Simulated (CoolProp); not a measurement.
CH2F2 (R32) along the isobar 0.101 MPa: Z from the reference equation and from simpler models built on Tc = 351.3 K, pc = 5.783 MPa, ω = 0.277; each cubic takes its own stable root.

The numbers come from the reference Helmholtz-energy equation of state, Tillner-Roth 1997 in CoolProp.

| T (K) | phase | reference | van der Waals | Redlich-Kwong | Soave-Redlich-Kwong |
|---|---|---|---|---|---|
| 189.2 | liquid | 0.002572 | 0.9782 | 0.003415 | 0.003324 |
| 194.5 | liquid | 0.002529 | 0.9795 | 0.003357 | 0.003263 |
| 199.8 | liquid | 0.002488 | 0.9807 | 0.003304 | 0.003206 |
| 205.1 | liquid | 0.002451 | 0.9818 | 0.003255 | 0.003154 |
| 210.3 | liquid | 0.002417 | 0.9828 | 0.9751 | 0.003107 |
| 215.6 | liquid | 0.002385 | 0.9837 | 0.9767 | 0.003063 |
| 220.9 | liquid | 0.002355 | 0.9846 | 0.9782 | 0.003023 |
| 226.2 | gas | 0.9621 | 0.9854 | 0.9796 | 0.9769 |
| 231.4 | gas | 0.9658 | 0.9862 | 0.9808 | 0.9783 |
| 236.7 | gas | 0.9691 | 0.9869 | 0.9819 | 0.9797 |
| 242 | gas | 0.9719 | 0.9875 | 0.9830 | 0.9810 |
| 247.3 | gas | 0.9743 | 0.9881 | 0.9840 | 0.9821 |
| 252.5 | gas | 0.9765 | 0.9887 | 0.9849 | 0.9832 |
| 257.8 | gas | 0.9784 | 0.9892 | 0.9857 | 0.9842 |
| 263.1 | gas | 0.9800 | 0.9897 | 0.9865 | 0.9851 |

At some of these states van der Waals, Redlich-Kwong gives the other phase, because its saturation line lies elsewhere.
